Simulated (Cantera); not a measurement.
A perfectly stirred reactor is fed with CH4 : CO2 : H2 = 1 : 0.44 : 0.67 (molar parts), at 82000 Pa; it is held at 1725 K, and followed from long to short residence time.

Detailed kinetics in Cantera: GRI-Mech 3.0 (53 species, 325 reactions). GRI-Mech 3.0 stops at C3 and has no aromatics, soot or wall deposition, so with more carbon than oxygen in the feed, carbon stays in small species such as C2H2 where larger ones or solid carbon would form.

**Question.** Predict: x(CH4) at τ = 13.0 s; x(CO2) at τ = 13.0 s; x(H2) at τ = 13.0 s; x(C2H4) at τ = 13.0 s; x(CH4) at τ = 0.150 s; x(CO2) at τ = 0.150 s; x(H2) at τ = 0.150 s; x(C2H4) at τ = 0.150 s.

**Answer.** 
- x(CH4) at τ = 13.0 s: 0.0157
- x(CO2) at τ = 13.0 s: 0.00105
- x(H2) at τ = 13.0 s: 0.652
- x(C2H4) at τ = 13.0 s: 0.00164
- x(CH4) at τ = 0.150 s: 0.0773
- x(CO2) at τ = 0.150 s: 0.0216
- x(H2) at τ = 0.150 s: 0.528
- x(C2H4) at τ = 0.150 s: 0.00240
